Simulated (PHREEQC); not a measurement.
Polishing slurry liquid: speciation

A solution holds 2.4 mmol/kgw HNO3, 2.5 mmol/kgw K2SO4 and 0.038 mmol/kgw CO2, at 20 °C. Closed to the air; pH follows from the charge balance.

Model: ion-association model, wateq4f.dat, run in PHREEQC.

This is a speciation only: nothing precipitates in the calculation.

Q: Predict the pH.

A: pH 2.71.

Q: In which forms is S present?

A: SO4-2 87 %, HSO4- 11 %, KSO4- 1.9 % of the S.

Species that the database lacks are ignored.
